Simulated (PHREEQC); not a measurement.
Dissolve 0.0014 mol LiOH, 0.00037 mol Na2SiO3 and 0.00034 mol K2CO3 per kg of water at 25 °C. Closed to the air; pH follows from the charge balance.

All values are PHREEQC results (ion-association model, phreeqc.dat), not measurements.

The ionic strength comes out as 0.00313 mol/kgw. What activity coefficients do H3SiO4-, CO3-2, OH-, H2SiO4-2, K+ get?

H3SiO4- 0.94, CO3-2 0.79, OH- 0.94, H2SiO4-2 0.79, K+ 0.94.

No solid was allowed to form.
